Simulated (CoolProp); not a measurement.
A closed Brayton cycle with dry air: compressor inlet 307.15 K and 6.1 MPa, high pressure 16 MPa, turbine inlet 740 K, compressor efficiency 0.89, turbine efficiency 0.9, recuperator effectiveness 0 (on enthalpy, no pinch check). Each further row changes one setting.

Computed with CoolProp (reference Helmholtz-energy equation of state, Lemmon 2000). It is a pseudo-pure fit of the blend.

```tsv
case	thermal efficiency (%)	net work (kJ/kg)	compressor to turbine work	compressor exit (K)	turbine exit (K)
as stated	15.9	56.1	0.67	418.3	586.8
turbine inlet 690 K	14.9	44.5	0.72	418.3	545.6
compressor inlet 317.15 K	15.4	52.1	0.69	431.7	586.8
high pressure 13.6 MPa	13.9	52.0	0.64	397.4	610.3
recuperator effectiveness 0.5	21.2	56.1	0.67	418.3	586.8
```
